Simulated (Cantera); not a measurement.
Feed: 1 mol B2H6, 17 mol NH3, 0.68 mol N2, at 1.33 mbar.

Method: chemical equilibrium by Gibbs-energy minimisation in Cantera with the NASA 1993 tables (ideal gas, pure condensed phases). Candidate condensed phases: B, BN; 15 gas species. The feed counts by its element totals alone. The numbers say what is thermodynamically allowed, not how fast it happens.

Task: Which condensed phases are stable at each of these points (T (K)): 825, 975, 1125, 1275, 1425, 1575, 1725, 1875, 2025, 2175?

Result: 
| T (K) | condensed phases | B condensed (%) |
|---|---|---|
| 825 | BN(s) | 100.0 |
| 975 | BN(s) | 100.0 |
| 1125 | BN(s) | 100.0 |
| 1275 | BN(s) | 100.0 |
| 1425 | BN(s) | 100.0 |
| 1575 | BN(s) | 100.0 |
| 1725 | BN(s) | 100.0 |
| 1875 | BN(s) | 99.9 |
| 2025 | BN(s) | 99.2 |
| 2175 | B(s) | 95.4 |

From 825 K to 2025 K the condensed part is BN(s). At 2175 K the condensed part is B(s).
